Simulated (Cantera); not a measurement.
A counterflow diffusion flame at 0.610 bar, nozzles 20 mm apart: fuel side 100 % C₃H₈ at 500 K, oxidiser side 26.0 % O₂, 74.0 % N₂ at 400 K, fuel mass flux 1.2 times the oxidiser's; mixture-averaged transport, no radiation.

Detailed kinetics in Cantera: GRI-Mech 3.0 (53 species, 325 reactions). GRI-Mech 3.0 was tuned for natural gas; its chemistry of propane as a main component is partial and can be far from experiment. GRI-Mech 3.0 has no aromatics or soot, which form on the fuel side of real flames. The maximum strain rate includes the flame's own expansion and is several times the mean.

x: mole fraction; the columns are a selection and need not sum to one.

| oxidiser flux (kg/m²/s) | max strain (1/s) | mean strain (1/s) | T max (K) | peak x OH | peak x H | peak x NO | peak x CO | peak x C₂H₂ |
|---|---|---|---|---|---|---|---|---|
| 0.15 | ? | 28.0 | 2199 | 0.0120 | 0.00719 | 0.000393 | 0.0991 | 0.0523 |
| 0.22 | ? | 41.0 | 2176 | 0.0119 | 0.00761 | 0.000358 | 0.0975 | 0.0503 |
| 0.32 | ? | 59.7 | 2157 | 0.0118 | 0.00807 | 0.000328 | 0.0964 | 0.0487 |
| 0.46 | ? | 85.8 | 2135 | 0.0115 | 0.00844 | 0.000294 | 0.0951 | 0.0467 |
| 0.67 | ? | 125 | 2110 | 0.0112 | 0.00878 | 0.000254 | 0.0938 | 0.0442 |
| 0.97 | ? | 181 | 2085 | 0.0108 | 0.00907 | 0.000215 | 0.0932 | 0.0418 |
| 1.4 | ? | 261 | 2054 | 0.0102 | 0.00919 | 0.000172 | 0.0930 | 0.0386 |
| 2 | ? | 373 | 2019 | 0.00947 | 0.00914 | 0.000129 | 0.0936 | 0.0348 |
| 2.9 | ? | 541 | 1970 | 0.00843 | 0.00876 | 8.47e-5 | 0.0952 | 0.0295 |

### Question
Some entries are withheld; supply them.

### Answer

- 0.15, max strain (1/s): 210
- 0.22, max strain (1/s): 293
- 0.32, max strain (1/s): 408
- 0.46, max strain (1/s): 562
- 0.67, max strain (1/s): 785
- 0.97, max strain (1/s): 1090
- 1.4, max strain (1/s): 1520
- 2, max strain (1/s): 2090
- 2.9, max strain (1/s): 2930
